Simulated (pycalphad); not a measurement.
Computed with pycalphad from the COST 507 light-alloy database (1999), at 1 atm. These are 1990s assessments: newer ones move some temperatures and phases. Diffusion is slow at the low end, where real alloys seldom reach equilibrium.

## Cu-0.2305Si (wt.%): equilibrium cooling sequence

```tsv
T (K)	phases above	phases below
1353.7	LIQUID	FCC_A1 + LIQUID
1346.6	FCC_A1 + LIQUID	FCC_A1
```

Changes were sought between steps of 75 K, so a narrower field can be missed.

FCC_A1 is fcc.
